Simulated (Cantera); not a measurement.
Charge: 1 mol V, 11 mol N2O, 39 mol N2, equilibrated at 13.3 mbar.

Cantera equilibrium calculation (NASA polynomials, part measured and part estimated; ideal gas, pure solids and liquids). Candidate condensed phases: V, VN, VO, V2O3, V2O4, V2O5; 13 gas species. Condensed phases not in the tables: the oxides between V2O3 and V2O5 other than VO2. Equilibrium is a limit: real reactors are often held back by kinetics, nucleation or transport. All values below are at 1675 K.

Base state: N2 0.916, O2 0.0816, NO 0.00177, VO2 0.000296, O 8.45e-5 (mole fractions); condensed: V2O4(s).

Task: What changes in the equilibrium state with this change: V replaced by Cr?

Result: 
| species | before | after |
|---|---|---|
| N2 | 0.916 | 0.912 |
| O2 | 0.0816 | 0.0858 |
| NO | 0.00177 | 0.00181 |
| VO2 | 0.000296 | 0 |
| O | 8.45e-5 | 8.67e-5 |
| V2O4(s), mol | 0.492 | 0 |
| Cr2O3(s), mol | 0 | 0.500 |
Further candidate phases: Cr, CrN, Cr2N, Cr2O3.
